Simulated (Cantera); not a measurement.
An isothermal, constant-pressure homogeneous reactor starts with N₂O = 0.3 (molar parts), at 1550 K and 760 Torr.

Computed with Cantera and GRI-Mech 3.0 (53 species, 325 reactions). GRI-Mech 3.0 was tuned for natural gas; its chemistry of N2O as a main component is partial and can be far from experiment. The temperature is held fixed by assumption; the heat of reaction is taken as removed at once.

x: mole fraction; the columns are a selection and need not sum to one.

| t (s) | x N₂O | x NO₂ | x N₂ | x NO | x O |
|---|---|---|---|---|---|
| 2.00e-5 | 0.997 | … | 0.00162 | 0.000478 | 0.000108 |
| 6.55e-5 | 0.991 | … | 0.00545 | 0.00169 | 0.000108 |
| 0.000215 | 0.969 | … | 0.0177 | 0.00558 | 0.000108 |
| 0.000703 | 0.903 | … | 0.0556 | 0.0175 | 0.000107 |
| 0.00230 | 0.727 | … | 0.157 | 0.0489 | 0.000103 |
| 0.00754 | 0.393 | … | 0.352 | 0.106 | 8.82e-5 |
| 0.0247 | 0.0885 | … | 0.534 | 0.147 | 4.59e-5 |
| 0.0809 | 0.00335 | 0.000812 | 0.589 | 0.150 | 6.65e-6 |
| 0.265 | 7.98e-6 | 0.000769 | 0.592 | 0.150 | 3.99e-6 |
| 0.869 | 7.66e-6 | 0.000767 | 0.592 | 0.149 | 3.99e-6 |
| 2.85 | 7.49e-6 | 0.000759 | 0.593 | 0.147 | 4.00e-6 |
| 9.32 | 6.97e-6 | 0.000736 | 0.595 | 0.142 | 4.02e-6 |
| 30.5 | 5.59e-6 | … | 0.603 | 0.127 | 4.07e-6 |
| 100 | 3.08e-6 | … | 0.620 | 0.0937 | 4.19e-6 |

### Question
Fill in the missing entries.

### Answer

- 2.00e-5, x NO₂: 9.39e-8
- 6.55e-5, x NO₂: 1.12e-6
- 0.000215, x NO₂: 1.05e-5
- 0.000703, x NO₂: 6.84e-5
- 0.00230, x NO₂: 0.000263
- 0.00754, x NO₂: 0.000624
- 0.0247, x NO₂: 0.000882
- 30.5, x NO₂: 0.000668
- 100, x NO₂: 0.000508
